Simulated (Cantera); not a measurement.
# Catalytic combustion on Pt

An isothermal plug-flow reactor at 900 K and 300000 Pa (inlet), inlet velocity 0.41 m/s, active area per volume 1000 1/m; feed 0.591 % H₂, 6.03 % O₂, 93.4 % N₂, equivalence ratio 0.049.

Computed with Cantera and Deutschmann's 1995 Pt surface mechanism with GRI-Mech 3.0 gas chemistry. Catalytic surfaces can have several steady states; this one follows from the mechanism file's or the stated starting coverage. Mass transfer to the wall is taken as infinitely fast.

```
z (m)        x H₂    x O₂    x H₂O  θ free Pt   θ O*    θ OH*
-------  --------  ------  -------  ---------  -----  -------
3e-05     0.00371  0.0592  0.00220      0.151  0.846  0.00260
5.9e-05   0.00261  0.0587  0.00331      0.127  0.871  0.00257
0.00011   0.00155  0.0582  0.00437      0.107  0.891  0.00253
0.00022  0.000599  0.0578  0.00533     0.0921  0.905  0.00248
0.00042  0.000126  0.0576  0.00580     0.0859  0.912  0.00246
0.00082   6.24e-6  0.0575  0.00592     0.0844  0.913  0.00245
0.0016    1.84e-8  0.0575  0.00593     0.0843  0.913  0.00245
0.003    1.37e-12  0.0575  0.00593     0.0843  0.913  0.00245
```
x: gas mole fraction; θ: surface coverage.
